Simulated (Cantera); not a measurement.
An adiabatic, constant-volume homogeneous reactor starts with C3H8 : O2 : N2 = 1.7 : 13.9 : 52.2 (molar parts), equivalence ratio 0.61, at 1250 K and 1950 Torr.

Detailed kinetics in Cantera: GRI-Mech 3.0 (53 species, 325 reactions). GRI-Mech 3.0 was tuned for natural gas; its chemistry of propane as a main component is partial and can be far from experiment.

x: mole fraction; the columns are a selection and need not sum to one.

| t (s) | T (K) | P (bar) | x C3H8 | x O2 | x CH3 | x CH2CO | x C2H2 |
|---|---|---|---|---|---|---|---|
| 1.00e-6 | 1250 | 2.60 | 0.0251 | 0.205 | 6.03e-7 | <1e-12 | <1e-12 |
| 3.16e-6 | 1250 | 2.60 | 0.0251 | 0.205 | (withheld) | 1.15e-12 | <1e-12 |
| 1.00e-5 | 1250 | 2.60 | 0.0251 | 0.205 | 7.22e-6 | 4.51e-11 | 5.46e-12 |
| 3.16e-5 | 1250 | 2.60 | 0.0250 | 0.205 | 2.50e-5 | 2.07e-9 | 1.85e-10 |
| 0.000100 | 1250 | 2.60 | 0.0248 | 0.205 | (withheld) | (withheld) | (withheld) |
| 0.000316 | 1251 | 2.60 | 0.0241 | 0.204 | 7.47e-5 | 2.85e-6 | 2.19e-7 |
| 0.00100 | 1262 | 2.64 | 0.0201 | 0.201 | 0.000108 | 7.54e-5 | 5.61e-6 |
| 0.00316 | 2665 | 5.74 | <1e-12 | 0.0710 | <1e-12 | <1e-12 | <1e-12 |
| 0.0100 | 2659 | 5.73 | <1e-12 | 0.0695 | <1e-12 | <1e-12 | <1e-12 |
| 0.0316 | 2659 | 5.73 | <1e-12 | 0.0695 | <1e-12 | <1e-12 | <1e-12 |
| 0.100 | 2659 | 5.73 | <1e-12 | 0.0695 | <1e-12 | <1e-12 | <1e-12 |
| 0.316 | 2659 | 5.73 | <1e-12 | 0.0695 | <1e-12 | <1e-12 | <1e-12 |
| 1.00 | 2659 | 5.73 | <1e-12 | 0.0695 | <1e-12 | <1e-12 | <1e-12 |

Question: Complete the blanks.

Answer: 
- 3.16e-6, x CH3: 2.11e-6
- 0.000100, x CH3: 6.79e-5
- 0.000100, x CH2CO: 1.36e-7
- 0.000100, x C2H2: 1.06e-8
